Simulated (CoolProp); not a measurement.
Diethyl ether along the isotherm 274.85 °C: Z from the reference equation and from simpler models built on Tc = 194.7 °C, pc = 37.17 bar, ω = 0.282; each cubic takes its own stable root.

Computed with CoolProp (reference Helmholtz-energy equation of state, Thol 2014).

```json
[
 {"p (bar)": "1.33", "phase": "gas", "reference": "0.9931"},
 {"p (bar)": "2.66", "phase": "gas", "reference": "0.9862"},
 {"p (bar)": "3.98", "phase": "gas", "reference": "0.9792"},
 {"p (bar)": "5.31", "phase": "gas", "reference": "0.9722"},
 {"p (bar)": "6.64", "phase": "gas", "reference": "0.9650"},
 {"p (bar)": "7.97", "phase": "gas", "reference": "0.9578"},
 {"p (bar)": "9.29", "phase": "gas", "reference": "0.9505"},
 {"p (bar)": "10.6", "phase": "gas", "reference": "0.9432"},
 {"p (bar)": "11.9", "phase": "gas", "reference": "0.9359"},
 {"p (bar)": "13.3", "phase": "gas", "reference": "0.9280"},
 {"p (bar)": "14.6", "phase": "gas", "reference": "0.9206"},
 {"p (bar)": "15.9", "phase": "gas", "reference": "0.9130"},
 {"p (bar)": "17.3", "phase": "gas", "reference": "0.9049"},
 {"p (bar)": "18.6", "phase": "gas", "reference": "0.8972"}
]
```

### Question
How far does each simpler model (van der Waals, Soave-Redlich-Kwong) lie from the reference over these 14 states: mean and median of the absolute difference, and the worst?

### Answer
- van der Waals: mean 0.3 %, median 0.3 %, worst -0.7 % at 274.85 °C and 18.6 bar
- Soave-Redlich-Kwong: mean 0.1 %, median 0.1 %, worst +0.4 % at 274.85 °C and 18.6 bar
